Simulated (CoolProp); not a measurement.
The fluid at 283.32 K and 1.78 MPa flows at 0.53 m/s in a round tube of 4.6 mm bore and 45 µm roughness, fully developed (64/Re and Nu = 3.66 if laminar; Colebrook and Gnielinski if turbulent). The same conditions are run with several fluids, on thermodynamics alone (safety and materials aside).

Computed with CoolProp (reference Helmholtz-energy equation of state of each fluid (R13: Platzer 1990; ethane: Bücker 2006; carbon dioxide: Span 1996)). The equations of Platzer and Polt are older, rougher fits.

Task: Rank R13, ethane, carbon dioxide by Reynolds number, highest first.

Result: R13 (17200), ethane (7110), carbon dioxide (6350)

```csv
fluid,Darcy friction factor,pressure drop (Pa/m),heat-transfer coefficient (W/(m² K)),mass flow (kg/h)
R13,0.0409,128,234,3.26
ethane,0.0447,37.8,157,0.879
carbon dioxide,0.0454,52.0,106,1.19
```

Transport values come from each fluid's own correlations; those of R13 are estimates that may be off by 10 % or more.
